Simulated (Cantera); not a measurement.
# Reactions in the system H-N-O-V

Cantera with NASA thermochemical tables; ideal gases at 1 bar, condensed phases pure. Values are per mole of reaction as written; species without (g) are pure solids or liquids, kept so even where they would boil at 1 bar.

6 V₂O₄ + 2 NH₃(g) → 2 N(g) + 6 V₂O₃ + 3 H₂O₂(g)

```json
[
 {"T (K)": "300", "ΔH° (kJ)": "1878.8", "ΔS° (J/K)": "592.8", "ΔG° (kJ)": "1701.0", "log10 K": "-296.16", "condensed phases": "V₂O₄(s), V₂O₃(s)"},
 {"T (K)": "1700", "ΔH° (kJ)": "1815.0", "ΔS° (J/K)": "422.2", "ΔG° (kJ)": "1097.3", "log10 K": "-33.72", "condensed phases": "V₂O₄(s), V₂O₃(s)"},
 {"T (K)": "1850", "ΔH° (kJ)": "1140.3", "ΔS° (J/K)": "50.9", "ΔG° (kJ)": "1046.1", "log10 K": "-29.54", "condensed phases": "V₂O₄(l), V₂O₃(s)"},
 {"T (K)": "2000", "ΔH° (kJ)": "1116.3", "ΔS° (J/K)": "38.5", "ΔG° (kJ)": "1039.4", "log10 K": "-27.15", "condensed phases": "V₂O₄(l), V₂O₃(s)"},
 {"T (K)": "2150", "ΔH° (kJ)": "1097.0", "ΔS° (J/K)": "29.1", "ΔG° (kJ)": "1034.4", "log10 K": "-25.13", "condensed phases": "V₂O₄(l), V₂O₃(s)"},
 {"T (K)": "2300", "ΔH° (kJ)": "1082.2", "ΔS° (J/K)": "22.5", "ΔG° (kJ)": "1030.5", "log10 K": "-23.40", "condensed phases": "V₂O₄(l), V₂O₃(s)"},
 {"T (K)": "2450", "ΔH° (kJ)": "1757.9", "ΔS° (J/K)": "311.4", "ΔG° (kJ)": "994.9", "log10 K": "-21.21", "condensed phases": "V₂O₄(l), V₂O₃(l)"}
]
```
